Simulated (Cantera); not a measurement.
What does this Cantera script print?

```python
import numpy as np
import cantera as ct

gas_names = """
    H H2 N NH NH2 NH3 N2 N2H2 N2H4 Si SiH SiH2 SiH3 SiH4 SiN Si2 Si2N Si3
""".split()
cond_names = """
    Si(cr) Si(L) Si3N4(a)
""".split()


# ... load() reads the species with a 1 bar reference pressure and builds the phases ...
atoms = {
    'SiH4': {'Si': 1, 'H': 4},
    'N2': {'N': 2},
    'H2': {'H': 2},
}
top_T = {'Si3N4(a)': 2400}  # K; cautious upper limits of use, not melting points


# ... equilibrate(T, P, feed) seeds the gas with the atoms and calls Mixture.equilibrate('TP', solver="vcs", rtol=1e-11, max_steps=5000) ...
results = []
feed = {'SiH4': 1, 'N2': 97, 'H2': 17}  # mol
T = 2098.15  # K
for P in [5, 15, 45, 140, 410, 1200, 3700, 11000, 33000, 100000]:
    mix = equilibrate(T, P, feed)
    results.append((T, P, feed, dict(zip(mix.species_names, mix.species_moles))))

top = {s: max(r[3][s] / sum(r[3][g] for g in gas_names) for r in results) for s in gas_names}
cols = sorted((s for s in top if top[s] > 0.001), key=lambda s: -top[s])[:9]
seen = [c for c in cond_names if any(r[3].get(c, 0) > 1e-12 for r in results)]
print("log10 of partial pressures in bar; condensed amounts in mol")
print(f"{'P/Pa':>10s}" + "".join(f"{s[:9]:>10s}" for s in cols + seen))
for T, P, feed, n in results:
    ng = sum(n[g] for g in gas_names)
    print(f"{P:10.4g}" + "".join(f"{np.log10(max(n[s] / ng * P / 1e5, 1e-99)):10.3f}" for s in cols)
          + "".join(f"{n.get(c, 0):10.4g}" for c in seen))
```

It prints:

```
log10 of partial pressures in bar; condensed amounts in mol
      P/Pa        N2        H2         H        Si     Si(L)  Si3N4(a)
         5    -4.411    -5.359    -5.191    -6.399         0         0
        15    -3.924    -4.770    -4.896    -5.913         0         0
        45    -3.440    -4.227    -4.625    -5.431         0         0
       140    -2.942    -3.695    -4.359    -4.937         0         0
       410    -2.473    -3.207    -4.115    -4.477         0         0
      1200    -2.005    -2.728    -3.875    -4.034         0         0
      3700    -1.513    -2.229    -3.626    -3.883     0.501         0
   1.1e+04    -1.038    -1.751    -3.387    -3.883    0.8138         0
   3.3e+04    -0.560    -1.271    -3.147    -3.883     0.926         0
     1e+05    -0.079    -0.785    -2.904    -3.999         0    0.3256
```

Cantera equilibrium calculation (NASA polynomials, part measured and part estimated; ideal gas, pure solids and liquids). The tables' values for SiN are old estimates; treat these amounts as uncertain. Gases not in the tables: Si2H6 and higher silanes.
